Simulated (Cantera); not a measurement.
A Cantera script and what it prints.

```python
import numpy as np
import cantera as ct

gas_names = [...]  # 45 gases of nasa_gas.yaml made of Al, Cl, H, N, O
cond_names = """
    AL(cr) AL(L) ALCL3(s) ALCL3(L) ALN(s) AL2O3(a) AL2O3(L) H2O(s) H2O(L) NH4CL(a) NH4CL(b)
""".split()


# ... load() reads the species with a 1 bar reference pressure and builds the phases ...
atoms = {
    'AlCl3': {'AL': 1, 'CL': 3},
    'HCl': {'H': 1, 'CL': 1},
    'N2': {'N': 2},
    'N2O': {'N': 2, 'O': 1},
}
top_T = {'ALN(s)': 2750}  # K; cautious upper limits of use, not melting points


# ... equilibrate(T, P, feed) seeds the gas with the atoms and calls Mixture.equilibrate('TP', solver="vcs", rtol=1e-11, max_steps=5000) ...
results = []
feed = {'AlCl3': 1, 'HCl': 1.9, 'N2': 210, 'N2O': 45}  # mol
T = 1173.15  # K
P = 1333.22  # Pa
mix = equilibrate(T, P, feed)
results.append((T, P, feed, dict(zip(mix.species_names, mix.species_moles))))
print(gas.report(threshold=1e-05))
for i in range(1, mix.n_phases):
    print(f"{mix.phase(i).name:16s} {mix.phase_moles(i):12.5e} mol")
```

It prints:

```
       temperature   1173.2 K
          pressure   1333.2 Pa
           density   0.0039066 kg/m^3
  mean mol. weight   28.582 kg/kmol
   phase of matter   gas

                          1 kg             1 kmol
                     ---------------   ---------------
          enthalpy        9.4301e+05        2.6953e+07  J
   internal energy        6.0174e+05        1.7199e+07  J
           entropy            9572.6         2.736e+05  J/K
    Gibbs function       -1.0287e+07       -2.9402e+08  J
 heat capacity c_p            1177.7             33660  J/K
 heat capacity c_v            886.77             25345  J/K

                      mass frac. Y      mole frac. X     chem. pot. / RT
                     ---------------   ---------------   ---------------
                CL         0.0025198         0.0020316           -19.635
               CL2          0.010842         0.0043708           -39.269
               HCL         0.0085427         0.0066972           -43.485
               H2O        2.4586e-05        3.9006e-05           -64.648
                NO        0.00010862        0.00010346           -31.799
                N2           0.89121           0.90927           -29.703
                O2          0.086749          0.077487           -33.895
     [  +38 minor]        5.3124e-06        3.0352e-06

AL(L)             0.00000e+00 mol
ALCL3(L)          0.00000e+00 mol
ALN(s)            0.00000e+00 mol
AL2O3(a)          4.99999e-01 mol
```

These are equilibrium values from Cantera (NASA tables, ideal gas, pure condensed phases), not measurements of a reactor.
